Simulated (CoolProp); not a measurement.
c-C4F8 (RC318) along the isobar 15100 kPa: fugacity coefficient from the reference equation and from simpler models built on Tc = 388.4 K, pc = 2778 kPa, ω = 0.355; each cubic takes its own stable root.

Values from CoolProp's reference Helmholtz-energy equation of state, Platzer 1990. This equation is an older, rougher fit; its heat capacities, sound speeds and derivatives of the liquid may be far off and weren't checked against measurements.

| T (K) | phase | reference |
|---|---|---|
| 301.5 | liquid | 0.04485 |
| 316.8 | liquid | 0.06650 |
| 332 | liquid | 0.09348 |
| 347.3 | liquid | 0.1261 |
| 362.6 | liquid | 0.1638 |
| 377.9 | liquid | 0.2059 |
| 393.1 | supercritical | 0.2514 |
| 408.4 | supercritical | 0.2999 |
| 423.7 | supercritical | 0.3501 |
| 438.9 | supercritical | 0.4008 |
| 454.2 | supercritical | 0.4515 |
| 469.5 | supercritical | 0.5013 |
| 484.7 | supercritical | 0.5492 |
| 500 | supercritical | 0.5953 |

**Question.** How far does each simpler model (Redlich-Kwong, Soave-Redlich-Kwong) lie from the reference over these 14 states: mean and median of the absolute difference, and the worst?

**Answer.** 
- Redlich-Kwong: mean 17.1 %, median 10.1 %, worst +60.7 % at 301.5 K and 15100 kPa
- Soave-Redlich-Kwong: mean 6.3 %, median 6.6 %, worst +7.4 % at 484.7 K and 15100 kPa
